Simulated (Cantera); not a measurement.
Reactions in the system C-Ni-S

Cantera with NASA thermochemical tables; ideal gases at 1 bar, condensed phases pure. Values are per mole of reaction as written; species without (g) are pure solids or liquids, kept so even where they would boil at 1 bar.

Ni3S4 + 2 C → 3 Ni + 2 CS2(g)

| T (K) | ΔH° (kJ) | ΔS° (J/K) | ΔG° (kJ) | log10 K |
|---|---|---|---|---|
| 300 | 535.0 | 367.6 | 424.7 | -73.95 |
| 423 | 533.1 | 362.3 | 379.8 | -46.90 |
| 448 | 532.6 | 361.1 | 370.8 | -43.23 |
| 473 | 532.0 | 359.9 | 361.8 | -39.95 |
| 498 | 531.4 | 358.6 | 352.8 | -37.00 |
| 523 | 530.7 | 357.3 | 343.8 | -34.34 |
| 548 | 530.0 | 356.0 | 334.9 | -31.92 |
| 573 | 529.3 | 354.8 | 326.0 | -29.72 |
| 598 | 528.6 | 353.6 | 317.2 | -27.71 |

2 S + Ni → NiS2

```json
[
 {"T (K)": "300", "ΔH° (kJ)": "-131.4", "ΔS° (J/K)": "-22.0", "ΔG° (kJ)": "-124.8", "log10 K": "21.72", "condensed phases": "S(s), Ni(s), NiS2(s)"},
 {"T (K)": "423", "ΔH° (kJ)": "-136.8", "ΔS° (J/K)": "-36.2", "ΔG° (kJ)": "-121.5", "log10 K": "15.01", "condensed phases": "S(l), Ni(s), NiS2(s)"},
 {"T (K)": "448", "ΔH° (kJ)": "-137.7", "ΔS° (J/K)": "-38.1", "ΔG° (kJ)": "-120.6", "log10 K": "14.06", "condensed phases": "S(l), Ni(s), NiS2(s)"},
 {"T (K)": "473", "ΔH° (kJ)": "-138.6", "ΔS° (J/K)": "-40.1", "ΔG° (kJ)": "-119.6", "log10 K": "13.21", "condensed phases": "S(l), Ni(s), NiS2(s)"},
 {"T (K)": "498", "ΔH° (kJ)": "-139.5", "ΔS° (J/K)": "-42.0", "ΔG° (kJ)": "-118.6", "log10 K": "12.44", "condensed phases": "S(l), Ni(s), NiS2(s)"},
 {"T (K)": "523", "ΔH° (kJ)": "-140.4", "ΔS° (J/K)": "-43.8", "ΔG° (kJ)": "-117.5", "log10 K": "11.74", "condensed phases": "S(l), Ni(s), NiS2(s)"},
 {"T (K)": "548", "ΔH° (kJ)": "-141.3", "ΔS° (J/K)": "-45.5", "ΔG° (kJ)": "-116.4", "log10 K": "11.10", "condensed phases": "S(l), Ni(s), NiS2(s)"},
 {"T (K)": "573", "ΔH° (kJ)": "-142.2", "ΔS° (J/K)": "-46.9", "ΔG° (kJ)": "-115.3", "log10 K": "10.51", "condensed phases": "S(l), Ni(s), NiS2(s)"},
 {"T (K)": "598", "ΔH° (kJ)": "-142.9", "ΔS° (J/K)": "-48.3", "ΔG° (kJ)": "-114.1", "log10 K": "9.96", "condensed phases": "S(l), Ni(s), NiS2(s)"}
]
```
